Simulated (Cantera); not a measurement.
Silicon nitride deposition: SiH2Cl2 + NH3

A closed system holds: 1 mol SiH2Cl2, a varied amount of NH3, at 1025 K and 0.500 bar.

Cantera equilibrium calculation (NASA polynomials, part measured and part estimated; ideal gas, pure solids and liquids). Candidate condensed phases: NH4Cl, Si, Si3N4; 28 gas species. The tables' values for SiCl3 are old estimates; treat these amounts as uncertain. The numbers say what is thermodynamically allowed, not how fast it happens.

```
n(NH3) (mol)   x H2  x HCl     x N2   x SiCl4  x SiHCl3  x SiCl3    x NH3  x SiH2Cl2  n Si3N4(s)
------------  -----  -----  -------  --------  --------  -------  -------  ---------  ----------
0.98          0.639  0.265  0.00510    0.0886   0.00183  7.73e-5  9.03e-6    4.21e-6       0.237
1.4           0.608  0.307   0.0390    0.0454  0.000772  3.33e-5  2.32e-5    1.46e-6       0.271
2.1           0.613  0.284   0.0831    0.0197  0.000365  1.57e-5  3.42e-5    7.51e-7       0.297
3             0.631  0.242    0.119   0.00771  0.000173  7.32e-6  4.28e-5    4.29e-7       0.314
4.3           0.655  0.192    0.151   0.00240   7.06e-5  2.94e-6  5.10e-5    2.30e-7       0.325
6.3           0.680  0.141    0.179  0.000587   2.43e-5  9.91e-7  5.86e-5    1.11e-7       0.330
9.1           0.699  0.102    0.199  0.000140   8.24e-6  3.32e-7  6.45e-5    5.40e-8       0.332
```
x: gas mole fraction; n: condensed amount in mol.

From 0.98 mol NH3 to 9.1 mol NH3 the condensed part is Si3N4(s). The main Si-bearing gas is SiCl4 throughout. The share of Si in condensed phases is highest at 9.1 mol NH3 (99.7 %) and lowest at 0.98 mol NH3 (71.1 %).
